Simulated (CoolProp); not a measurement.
A single-stage vapour-compression cycle with R13: evaporating at 214.15 K (dew point), condensing at 246.15 K (bubble point), superheat 8 K, subcooling 5 K, compressor efficiency 0.65, no pressure losses. Each further row changes one setting.

Model: reference Helmholtz-energy equation of state, Platzer 1990, in CoolProp. This equation is an older, rougher fit; its heat capacities, sound speeds and derivatives of the liquid may be far off and weren't checked against measurements.

```csv
case,cooling COP,pressure ratio,discharge temperature (K),refrigerating effect (kJ/kg),volumetric capacity (kJ/m³)
as stated,___,3.16,281.8,116,2070
evaporating temperature 219.15 K,4.66,2.58,276.7,118,2560
condensing temperature 241.15 K,4.59,___,___,121,2160
subcooling 10 K,___,3.16,281.8,121,2160
superheat 18 K,3.74,3.16,292.9,___,___
compressor efficiency 0.55,___,3.16,___,116,2070
```

Q: Complete the blanks.

A: 
- as stated, cooling COP: 3.76
- condensing temperature 241.15 K, pressure ratio: 2.70
- condensing temperature 241.15 K, discharge temperature (K): 273.4
- subcooling 10 K, cooling COP: 3.93
- superheat 18 K, refrigerating effect (kJ/kg): 122
- superheat 18 K, volumetric capacity (kJ/m³): 2060
- compressor efficiency 0.55, cooling COP: 3.18
- compressor efficiency 0.55, discharge temperature (K): 289.8
